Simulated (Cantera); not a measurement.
# CaO + HCl + O2 (oxide etching and cleaning by halides)

Input: 1 mol CaO, 36 mol HCl, 0.94 mol O2, held at 6.40 Pa.

Method: chemical equilibrium by Gibbs-energy minimisation in Cantera with the NASA 1993 tables (ideal gas, pure condensed phases). Candidate condensed phases: Ca, CaCl2, CaO, Ca(OH)2, H2O; 21 gas species. Condensed phases not in the tables: oxide chlorides. Kinetics and transport are ignored.

```tsv
T (K)	x HCl	x Cl	x H2O	x CaCl2	x O2	x Cl2	x H2	x OH	n CaCl2(s)	n CaCl2(l)
998	0.927	0.00441	0.0389	0.000318	0.0208	0.00875	2.78e-9	4.32e-7	0.989	0
1098	0.916	0.0124	0.0383	0.00820	0.0206	0.00451	4.19e-8	2.55e-6	0	0.703
1198	0.885	0.0263	0.0421	0.0269	0.0177	0.00206	4.82e-7	1.14e-5	0	0
1298	0.863	0.0456	0.0504	0.0268	0.0133	0.000896	4.58e-6	4.09e-5	0	0
1398	0.837	0.0671	0.0605	0.0266	0.00804	0.000368	3.69e-5	0.000116	0	0
1498	0.814	0.0858	0.0691	0.0265	0.00345	0.000142	0.000271	0.000256	0	0
1598	0.798	0.0982	0.0733	0.0264	0.00105	5.24e-5	0.00183	0.000444	0	0
```
x: gas mole fraction; n: condensed amount in mol.

At 998 K the condensed part is CaCl2(s). At 1098 K the condensed part is CaCl2(l). From 1198 K to 1598 K nothing is condensed. The main Ca-bearing gas is CaCl2 throughout.
